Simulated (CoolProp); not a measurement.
Vapour-liquid equilibrium of CH2F2 (R32) (1) + fluoroethane (R161) (2) at 0.0548 MPa; x and y are mole fractions of (1).

Values from CoolProp's multi-fluid Helmholtz-energy mixture model, Tillner-Roth 1997 and Wu 2012; pair parameters Bell 2016.

```json
[
 {"x": "0.05", "bubble temperature (°C)": "-51.5", "y at the bubble point": "0.116", "dew temperature at overall composition x (°C)": "-50.7", "liquid density (mol/L)": "17.64"},
 {"x": "0.2", "bubble temperature (°C)": "-54.7", "y at the bubble point": "0.363", "dew temperature at overall composition x (°C)": "-52.6", "liquid density (mol/L)": "18.42"},
 {"x": "0.35", "bubble temperature (°C)": "-57.0", "y at the bubble point": "0.530", "dew temperature at overall composition x (°C)": "-54.6", "liquid density (mol/L)": "19.25"},
 {"x": "0.5", "bubble temperature (°C)": "-58.8", "y at the bubble point": "0.661", "dew temperature at overall composition x (°C)": "-56.6", "liquid density (mol/L)": "20.15"},
 {"x": "0.65", "bubble temperature (°C)": "-60.2", "y at the bubble point": "0.773", "dew temperature at overall composition x (°C)": "-58.6", "liquid density (mol/L)": "21.14"},
 {"x": "0.8", "bubble temperature (°C)": "-61.5", "y at the bubble point": "0.874", "dew temperature at overall composition x (°C)": "-60.6", "liquid density (mol/L)": "22.24"},
 {"x": "0.95", "bubble temperature (°C)": "-62.7", "y at the bubble point": "0.969", "dew temperature at overall composition x (°C)": "-62.4", "liquid density (mol/L)": "23.46"}
]
```

No azeotrope shows between x = 0.05 and 0.95.

The pair parameters rest on a limited set of measurements; away from them the model extrapolates.
